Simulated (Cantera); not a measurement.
Charge: 1 mol MgO, 6.3 mol N2, at 1752 °C and 8.00 bar.

Cantera equilibrium calculation (NASA polynomials, part measured and part estimated; ideal gas, pure solids and liquids). Candidate condensed phases: Mg, MgO; 13 gas species. Equilibrium is a limit: real reactors are often held back by kinetics, nucleation or transport.

Base state: N2 1.000 (mole fractions); condensed: MgO(s).

### Question
What changes in the equilibrium state with this change: MgO replaced by Al2O3?

### Answer
```
species        before  after
-------------  ------  -----
N2              1.000   1.00
MgO(s), mol     1.000      0
Al2O3(s), mol       0   1.00
```
Further candidate phases: Al, AlN, Al2O3.

### Question
What changes in the equilibrium state with this change: MgO replaced by AlN?

### Answer
```json
[
 {"species": "N2", "before": "1.000", "after": "1.000"},
 {"species": "MgO(s), mol", "before": "1.000", "after": "0"},
 {"species": "AlN(s), mol", "before": "0", "after": "1.000"}
]
```
Further candidate phases: Al, AlN.
